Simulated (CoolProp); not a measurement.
Vapour-liquid equilibrium of CHF3 (R23) (1) + propane (2) at 7.08 bar; x and y are mole fractions of (1).

Values from CoolProp's multi-fluid Helmholtz-energy mixture model, Penoncello 2003 and Lemmon 2009; pair parameters Bell 2016.

```csv
x,"bubble temperature, mixture model (°C)","bubble temperature, Raoult's law (°C)","y, mixture model","y, Raoult's law"
0.05,-5.7,7.1,0.425,0.213
0.15,-26.5,-3.2,0.728,0.484
0.25,-34.3,-11.0,0.808,0.646
0.35,-37.2,-17.2,0.835,0.752
0.45,-38.3,-22.3,0.845,0.825
0.55,-38.7,-26.6,0.850,0.878
0.65,-39.1,-30.2,0.856,0.918
0.75,-39.5,-33.4,0.866,0.948
0.85,-40.0,-36.3,0.890,0.972
0.95,-40.2,-38.8,0.946,0.992
```

The largest gap from Raoult's law is -23.3 K in bubble temperature, at x = 0.25. y crosses x between x = 0.85 and 0.95: the model has an azeotrope there.

Pair parameters are fitted to limited data, so mixtures are less certain than the pure fluids. With so large a gap from Raoult's law the liquid may split in two, which this calculation doesn't test in full.
